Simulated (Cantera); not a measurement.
Source: NASA polynomial tables (part measured, part estimated), evaluated in Cantera. Values are per mole of reaction as written; species without (g) are pure solids or liquids, kept so even where they would boil at 1 bar.

O₂(g) + 2 SrO + 4 H(g) = 2 Sr(OH)₂

```csv
T (K),ΔH° (kJ),ΔS° (J/K),ΔG° (kJ),log10 K,condensed phases
675,-1631.0,-596.9,-1228.1,95.03,"SrO(s), Sr(OH)₂(s)"
725,-1629.3,-594.5,-1198.3,86.33,"SrO(s), Sr(OH)₂(s)"
775,…,…,…,…,"SrO(s), Sr(OH)₂(s)"
825,-1580.8,-532.6,-1141.4,72.27,"SrO(s), Sr(OH)₂(l)"
875,…,…,…,…,"SrO(s), Sr(OH)₂(l)"
```

### Question
What belongs in the gaps?

### Answer

- 775, ΔH° (kJ): -1627.0
- 775, ΔS° (J/K): -591.5
- 775, ΔG° (kJ): -1168.6
- 775, log10 K: 78.76
- 875, ΔH° (kJ): -1576.4
- 875, ΔS° (J/K): -527.3
- 875, ΔG° (kJ): -1114.9
- 875, log10 K: 66.56
